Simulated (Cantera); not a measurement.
Input: 1 mol Si, 5.6 mol F2, 31 mol N2, equilibrated at 0.100 bar.

Cantera equilibrium calculation (NASA polynomials, part measured and part estimated; ideal gas, pure solids and liquids). Candidate condensed phases: Si, Si3N4; 16 gas species. Kinetics and transport are ignored.

x: gas mole fraction; nothing condenses.

```tsv
T (°C)	x N2	x F	x F2	x NF3	x SiF4	x NF2
250	0.898	4.17e-7	0.000104	0.0722	0.0301	[?]
350	0.897	4.15e-5	0.00263	0.0704	0.0301	[?]
450	0.891	0.00108	0.0233	0.0552	0.0296	[?]
550	0.874	0.00970	0.0684	0.0196	0.0285	[?]
650	0.856	0.0376	0.0764	0.00292	0.0276	6.45e-7
750	0.832	0.0884	0.0520	0.000311	0.0269	6.73e-7
850	0.809	0.141	0.0235	2.42e-5	0.0261	[?]
950	0.797	0.169	0.00792	1.54e-6	0.0257	[?]
1050	0.793	0.179	0.00258	1.11e-7	0.0256	[?]
1150	0.792	0.182	0.000919	1.06e-8	0.0255	[?]
1250	0.791	0.183	0.000368	1.34e-9	0.0255	[?]
1350	0.791	0.183	0.000164	2.18e-10	0.0255	[?]
1450	0.791	0.184	7.98e-5	4.35e-11	0.0255	[?]
```

Q: Some entries are withheld; supply them.

A: 
- 250, x NF2: 3.01e-11
- 350, x NF2: 2.66e-9
- 450, x NF2: 5.83e-8
- 550, x NF2: 3.39e-7
- 850, x NF2: 4.31e-7
- 950, x NF2: 1.96e-7
- 1050, x NF2: 8.25e-8
- 1150, x NF2: 3.68e-8
- 1250, x NF2: 1.79e-8
- 1350, x NF2: 9.48e-9
- 1450, x NF2: 5.38e-9
